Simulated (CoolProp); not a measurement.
Model: reference Helmholtz-energy equation of state, de Reuck 1993, in CoolProp.

Task: Give the vapour pressure (bar), enthalpy of vaporisation (kJ/kg), liquid cp (kJ/(kg K)), liquid viscosity (µPa s) of saturated methanol at 173.35 °C.

Result: 
| T (°C) | p (bar) | enthalpy of vaporisation (kJ/kg) | liquid cp (kJ/(kg K)) | liquid viscosity (µPa s) |
|---|---|---|---|---|
| 173.35 | 23.6 | 756 | 4.32 | 110 |

Viscosity comes from a separate model (Xiang 2006).
